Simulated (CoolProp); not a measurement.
Cyclopentane at 481.42 K and 0.872 MPa is compressed adiabatically to 3.46 MPa with isentropic efficiency 0.75. Each further row changes one setting.

Computed with CoolProp (reference Helmholtz-energy equation of state, Gedanitz 2015).

```tsv
case	work (kJ/kg)	final temperature (K)	final density (kg/m³)
as stated	[?]	[?]	72.4
efficiency 1	[?]	534.1	[?]
efficiency 0.65	106	[?]	70.6
```

Q: Fill in the missing entries.

A: 
- as stated, work (kJ/kg): 92.0
- as stated, final temperature (K): 542.6
- efficiency 1, work (kJ/kg): 69.0
- efficiency 1, final density (kg/m³): 75.6
- efficiency 0.65, final temperature (K): 547.8
